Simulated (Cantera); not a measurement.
Mixture: 9.25 % CH₄, 19.1 % O₂, 71.7 % N₂, equivalence ratio 0.97, at 2850 Torr, adiabatic and at constant pressure. Ignition delay is the time to a rise of 400 K.

Computed with Cantera and GRI-Mech 3.0 (53 species, 325 reactions).

Question: Predict: delay at 1150 K; delay at 1300 K; delay at 1450 K; delay at 1600 K; delay at 1750 K; apparent activation energy between 1675 and 1825 K.

Answer: 
| Property | Value |
|---|---|
| delay at 1150 K | 25.6 ms |
| delay at 1300 K | 3.72 ms |
| delay at 1450 K | 0.691 ms |
| delay at 1600 K | 0.162 ms |
| delay at 1750 K | 49.2 µs |
| apparent activation energy between 1675 and 1825 K | 180 kJ/mol |
